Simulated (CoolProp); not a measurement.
The numbers come from the reference Helmholtz-energy equation of state, Thol 2021 in CoolProp.

Task: For chlorine, give the phase and the cp (kJ/(kg K)), cv (kJ/(kg K)), speed of sound (m/s), expansivity (1/kK) at 94.75 °C and 6.87 MPa.

Result: 
- 94.75 °C and 6.87 MPa: liquid; cp 1.15, cv 0.486, speed of sound 543, expansivity 3.83
